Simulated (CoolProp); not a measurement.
R125 at 293.15 K and 7.13 MPa is throttled through a valve to 0.732 MPa with no heat exchange. Each further row changes one setting.

Model: reference Helmholtz-energy equation of state, Lemmon 2005, in CoolProp.

```
case                       temperature change (K)                       final phase  final density (kg/m³)
-------------------------  ----------------------  --------------------------------  ---------------------
as stated                                   -17.2  two-phase, vapour fraction 0.164                    237
outlet pressure 0.22 MPa                    -50.9  two-phase, vapour fraction 0.403                   34.6
outlet pressure 0.952 MPa                    -8.4  two-phase, vapour fraction 0.083                    477
```
